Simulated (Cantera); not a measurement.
What does this Cantera script print?

```python
import numpy as np
import cantera as ct

gas = ct.Solution("gri30.yaml")
gas.TPX = 1873, 63000, {'CH4': 1, 'H2O': 4.1, 'N2': 0.032}
reactor = ct.IdealGasConstPressureReactor(gas, energy="off", clone=False)
net = ct.ReactorNet([reactor])
net.rtol, net.atol = 1e-08, 1e-18
show = ['CH4', 'H2O', 'CH2O', 'CH2CO', 'O']
times = np.geomspace(0.0009, 8, 14)

steps = ct.SolutionArray(gas, extra=["t"])
rows = []
print(f"{'t/s':>10s}{'T/K':>9s}{'P/Pa':>11s}" + "".join(f"{s:>11s}" for s in show))
for t in times:
    while net.time < t:
        t_next = net.step()
        steps.append(gas.state, t=t_next)
    rows.append([np.interp(t, steps.t, y) for y in (steps.T, steps.P, *steps(*show).X.T)])
    print(f"{t:10.3e}{rows[-1][0]:9.1f}{rows[-1][1]:11.4g}" + "".join(f"{x:11.3e}" for x in rows[-1][2:]))
rate = np.gradient(steps.T, steps.t)
print("integrator steps:", len(steps.t))
if steps.T.max() > steps.T[0] + 200:
    print(f"time of steepest temperature rise: {steps.t[rate.argmax()]:.4e} s")
gas.TPX = 1873, 63000, {'CH4': 1, 'H2O': 4.1, 'N2': 0.032}
gas.equilibrate("TP")
print(f"equilibrium (TP): T = {gas.T:.1f} K  " + "  ".join(f"{s} {gas[s].X[0]:.3e}" for s in show))
```

Result:

```
       t/s      T/K       P/Pa        CH4        H2O       CH2O      CH2CO          O
 9.000e-04   1873.0    6.3e+04  6.917e-02  7.038e-01  5.755e-05  1.446e-04  5.038e-08
 1.811e-03   1873.0    6.3e+04  4.266e-02  6.725e-01  3.250e-05  1.606e-04  4.524e-08
 3.646e-03   1873.0    6.3e+04  2.574e-02  6.378e-01  1.832e-05  1.518e-04  4.508e-08
 7.337e-03   1873.0    6.3e+04  1.774e-02  5.944e-01  1.078e-05  1.176e-04  4.473e-08
 1.477e-02   1873.0    6.3e+04  1.418e-02  5.427e-01  6.497e-06  7.304e-05  4.189e-08
 2.972e-02   1873.0    6.3e+04  1.088e-02  4.897e-01  3.649e-06  3.607e-05  3.931e-08
 5.981e-02   1873.0    6.3e+04  6.828e-03  4.453e-01  1.753e-06  1.267e-05  3.761e-08
 1.204e-01   1873.0    6.3e+04  2.792e-03  4.184e-01  6.063e-07  2.247e-06  3.603e-08
 2.423e-01   1873.0    6.3e+04  3.850e-04  4.097e-01  8.912e-08  7.819e-08  3.490e-08
 4.876e-01   1873.0    6.3e+04  3.220e-06  4.089e-01  1.389e-08  1.773e-10  3.602e-08
 9.813e-01   1873.0    6.3e+04  1.108e-09  4.089e-01  1.324e-08  5.859e-14  3.609e-08
 1.975e+00   1873.0    6.3e+04  9.838e-10  4.089e-01  1.324e-08  5.219e-14  3.609e-08
 3.975e+00   1873.0    6.3e+04  9.838e-10  4.089e-01  1.324e-08  5.219e-14  3.609e-08
 8.000e+00   1873.0    6.3e+04  9.838e-10  4.089e-01  1.324e-08  5.219e-14  3.609e-08
integrator steps: 1940
equilibrium (TP): T = 1873.0 K  CH4 1.188e-09  H2O 4.089e-01  CH2O 1.324e-08  CH2CO 6.287e-14  O 3.609e-08
```

Detailed kinetics in Cantera: GRI-Mech 3.0 (53 species, 325 reactions).
